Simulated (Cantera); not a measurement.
Input: 1 mol C, 0.16 mol O2, at 100000 Pa.

These are equilibrium values from Cantera (NASA tables, ideal gas, pure condensed phases), not measurements of a reactor. Candidate condensed phases: C; 23 gas species. Ions and electrons are included (thermal ionisation). The numbers say what is thermodynamically allowed, not how fast it happens.

**Question.** Which condensed phases are stable at each of these points (T (K)): 2500, 2750, 3000, 3250, 3500, 3750, 4000, 4250, 4500, 4750, 5000?

**Answer.** 
```csv
T (K),condensed phases,C condensed (%)
2500,C(graphite),68.0
2750,C(graphite),68.0
3000,C(graphite),68.0
3250,C(graphite),67.6
3500,C(graphite),64.4
3750,C(graphite),38.8
4000,gas only,0.0
4250,gas only,0.0
4500,gas only,0.0
4750,gas only,0.0
5000,gas only,0.0
```

From 2500 K to 3750 K the condensed part is C(graphite). From 4000 K to 5000 K nothing is condensed.
